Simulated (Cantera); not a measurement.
Feed: 1 mol Ta₂O₅, 1.4 mol CO, a varied amount of H₂, at 48.0 mbar.

Cantera equilibrium calculation (NASA polynomials, part measured and part estimated; ideal gas, pure solids and liquids). Candidate condensed phases: C, C₆H₆, C₇H₈, C₈H₁₈, H₂O, Ta, TaC, Ta₂O₅; 113 gas species. Mutual solubility and eutectic melting of coexisting phases are not modelled. TaC: taken at fixed stoichiometry. Condensed phases not in the tables: Ta₂C, N, O or C dissolved in the metal. Kinetics and transport are ignored.

Stable condensed phases, one row left out:

```
T in °C \ n(H₂) in mol
         0.35 0.51 0.75  1.1  1.6  2.4  3.5  5.2  7.6   11   17
   2200     A    A    A    A    A    A    A    A    A    A    A
   2000     B    B    B    B    B    B    B    B    B    B    B
   1900     C    C    C    C    B    B    B    B    B    B    B
   1800     C    C    C    C    C    C    C    C    B    B    B
   1700     C    C    C    C    C    C    C    C    C    C    C
   1600     C    C    C    C    C    C    C    C    C    C    C
   1500     C    C    C    C    C    C    C    C    C    C    C
   1400     C    C    C    C    C    C    C    C    C    C    C
   1300     C    C    C    C    C    C    C    C    C    C    C
   1200     C    C    C    C    C    C    C    C    C    C    C
   1100     C    C    C    C    C    C    C    C    C    C    C
   1000     C    C    C    C    C    C    C    C    C    C    C
    900     D    D    D    C    C    C    C    C    C    C    C
```

A: Ta₂O₅; B: Ta + Ta₂O₅; C: TaC + Ta₂O₅; D: C + Ta₂O₅.

### Question
Give the row for 2100 °C.

### Answer
0.35: Ta₂O₅; 0.51: Ta₂O₅; 0.75: Ta₂O₅; 1.1: Ta₂O₅; 1.6: Ta + Ta₂O₅; 2.4: Ta + Ta₂O₅; 3.5: Ta + Ta₂O₅; 5.2: Ta + Ta₂O₅; 7.6: Ta + Ta₂O₅; 11: Ta + Ta₂O₅; 17: Ta + Ta₂O₅.
